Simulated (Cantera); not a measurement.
A diamond (100) surface in a fixed gas of H2 with x(CH4) = 0.0048, x(CH3) = 0.0015, at 1100 K, 26.3 Torr; coverages are run to steady state.

Model: the Harris–Goodwin 1993 mechanism for the reconstructed diamond (100) surface, integrated in Cantera.

One state of this run: growth (µm/h) = 4.54; θ c6HH = 0.445; θ c6H* = 0.0220; θ c6*H = 0.348; θ c6** = 0.00691; θ c6HM = 0.112. θ: site fractions in the mechanism's names (c6HH fully hydrogenated, c6H* and c6*H radical sites, c6** diradical, c6HM methylated).

Which value of x(H) does it belong to?
(A) 0.0011
(B) 0.00048
(C) 0.0023
(D) 0.053

B, 0.00048
